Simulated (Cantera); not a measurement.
What does this Cantera script print?

```python
import numpy as np
import cantera as ct

gas = ct.Solution("gri30.yaml")


def delay(T, t_max=10):
    gas.TPX = T, 140000, {'CH3OH': 1, 'O2': 1.07, 'N2': 4.03}
    reactor = ct.IdealGasConstPressureReactor(gas, clone=False)
    net = ct.ReactorNet([reactor])
    net.rtol, net.atol = 1e-8, 1e-16
    while net.time < t_max:
        t_old, T_old = net.time, reactor.T
        net.step()
        if reactor.T > T + 400:  # ignition: a rise of 400 K
            return t_old + (T + 400 - T_old) / (reactor.T - T_old) * (net.time - t_old)
    return np.nan


taus = []
for T in [1225, 1325, 1425, 1525, 1625, 1725, 1825, 1925, 2025, 2125]:
    taus.append(delay(T))
    print(f"T0 = {T:6g} K   tau = {taus[-1]:.4e} s")
```

Output:

```
T0 =   1225 K   tau = 4.3964e-03 s
T0 =   1325 K   tau = 1.0387e-03 s
T0 =   1425 K   tau = 3.1357e-04 s
T0 =   1525 K   tau = 1.1641e-04 s
T0 =   1625 K   tau = 5.1012e-05 s
T0 =   1725 K   tau = 2.5361e-05 s
T0 =   1825 K   tau = 1.3895e-05 s
T0 =   1925 K   tau = 8.2504e-06 s
T0 =   2025 K   tau = 5.2658e-06 s
T0 =   2125 K   tau = 3.6007e-06 s
```

Model: GRI-Mech 3.0 (53 species, 325 reactions), integrated in Cantera. GRI-Mech 3.0 was tuned for natural gas; its chemistry of methanol as a main component is partial and can be far from experiment.
